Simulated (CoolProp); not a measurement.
Properties of decamethylcyclopentasiloxane (D5) along the isobar 0.101 MPa (Tc = 345.1 °C, pc = 1.078 MPa, ω = 0.631).

Computed with CoolProp (reference Helmholtz-energy equation of state, Thol 2019).

| T (°C) | phase | density (kg/m³) | cp (kJ/(kg K)) | speed of sound (m/s) |
|---|---|---|---|---|
| 144.25 | liquid | 824.7 | 1.878 | 583.1 |
| 157.75 | liquid | 809.2 | 1.901 | 548.0 |
| 171.25 | liquid | 793.2 | 1.925 | 513.3 |
| 184.75 | liquid | 776.8 | 1.949 | 478.8 |
| 198.35 | liquid | 759.7 | 1.975 | 444.1 |
| 211.85 | gas | 10.21 | 1.738 | 95.43 |
| 225.35 | gas | 9.831 | 1.761 | 97.82 |
| 238.85 | gas | 9.485 | 1.784 | 100.1 |
| 252.35 | gas | 9.169 | 1.807 | 102.2 |
| 265.85 | gas | 8.880 | 1.829 | 104.2 |
| 279.35 | gas | 8.612 | 1.852 | 106.1 |
| 292.85 | gas | 8.363 | 1.874 | 107.9 |
| 306.35 | gas | 8.132 | 1.896 | 109.7 |
| 319.85 | gas | 7.915 | 1.918 | 111.4 |
| 333.35 | gas | 7.711 | 1.939 | 113.1 |
| 346.85 | gas | 7.519 | 1.960 | 114.7 |
